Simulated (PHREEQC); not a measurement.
Solution (25 °C): 1.4e-05 mol/kgw CuSO4, 7.8e-05 mol/kgw H2SO4 and 3.5e-05 mol/kgw H3BO3. Closed to the air; pH follows from the charge balance.

Computed with PHREEQC (ion-association model, phreeqc.dat).

No solid was allowed to form.

**Question.** Estimate the pH.

**Answer.** pH 3.82.

**Question.** In which forms is Cu present?

**Answer.** Cu+2 98 %, CuSO4 1.6 % of the Cu.

Complexes and solids missing from the database can't appear.
